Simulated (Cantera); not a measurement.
# Sublimation and decomposition of ceramics: SiC + C + N2

A closed system holds: 1 mol SiC, 0.0045 mol C, 0.04 mol N2, held at 0.100 bar.

Cantera equilibrium calculation (NASA polynomials, part measured and part estimated; ideal gas, pure solids and liquids). Candidate condensed phases: C, Si, SiC, Si3N4; 20 gas species. The tables' values for SiN are old estimates; treat these amounts as uncertain. The numbers say what is thermodynamically allowed, not how fast it happens.

```csv
T (°C),x N2,x Si,x SiC2,x Si2C,x SiN,x CN,x C2N2,x Si2N,n C(graphite),n SiC(s)
1475,1.00,2.74e-7,2.93e-9,2.19e-9,4.50e-8,4.12e-8,1.21e-7,1.45e-9,0.00450,1.00
1550,1.000,1.18e-6,1.97e-8,1.42e-8,1.55e-7,1.41e-7,2.94e-7,6.48e-9,0.00450,1.00
1625,1.000,4.53e-6,1.13e-7,7.86e-8,4.82e-7,4.39e-7,6.63e-7,2.57e-8,0.00450,1.00
1700,1.000,1.56e-5,5.70e-7,3.82e-7,1.37e-6,1.25e-6,1.41e-6,9.17e-8,0.00450,1.000
1775,1.000,4.93e-5,2.54e-6,1.65e-6,3.63e-6,3.29e-6,2.83e-6,2.97e-7,0.00450,1.000
1850,1.000,0.000143,1.01e-5,6.38e-6,8.93e-6,8.09e-6,5.40e-6,8.85e-7,0.00451,1.000
1925,1.000,0.000386,3.68e-5,2.25e-5,2.07e-5,1.87e-5,9.87e-6,2.44e-6,0.00451,1.000
2000,0.999,0.000973,0.000122,7.27e-5,4.52e-5,4.08e-5,1.73e-5,6.28e-6,0.00454,1.000
2075,0.997,0.00231,0.000375,0.000217,9.39e-5,8.47e-5,2.93e-5,1.52e-5,0.00459,1.000
2150,0.993,0.00521,0.00107,0.000606,0.000186,0.000168,4.79e-5,3.46e-5,0.00469,1.000
2225,0.983,0.0112,0.00288,0.00159,0.000353,0.000318,7.55e-5,7.48e-5,0.00491,0.999
```
x: gas mole fraction; n: condensed amount in mol.

From 1475 °C to 2225 °C the condensed part is C(graphite) + SiC(s). The main Si-bearing gas is Si throughout.
